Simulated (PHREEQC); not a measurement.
# Leach liquor (model solution)

Dissolve 0.023 mol H2SO4, 0.017 mol FeSO4 and 0.13 mol MnSO4 per kg of water at 25 °C. Closed to the air; pH follows from the charge balance.

Equilibrium calculation in PHREEQC: ion-association model, phreeqc.dat.

```yaml
pH: 1.91
ionic_strength: 0.330 mol/kgw
specific_conductance: 16500 µS/cm
density: 1.019 g/cm³
total_alkalinity: -46.0 meq/kg
```

| species | molality | activity | log γ |
|---|---|---|---|
| SO4-2 | 0.0737 | 0.0178 | -0.616 |
| Mn+2 | 0.0711 | 0.0200 | -0.550 |
| MnSO4 | 0.0589 | 0.0635 | 0.033 |
| HSO4- | 0.0293 | 0.0214 | -0.136 |
| H+ | 0.0159 | 0.0124 | -0.109 |
| Fe+2 | 0.00882 | 0.00249 | -0.550 |
| FeSO4 | 0.00731 | 0.00788 | 0.033 |
| FeHSO4+ | 0.000875 | 0.000640 | -0.136 |

No solid was allowed to form. Complexes and solids missing from the database can't appear.
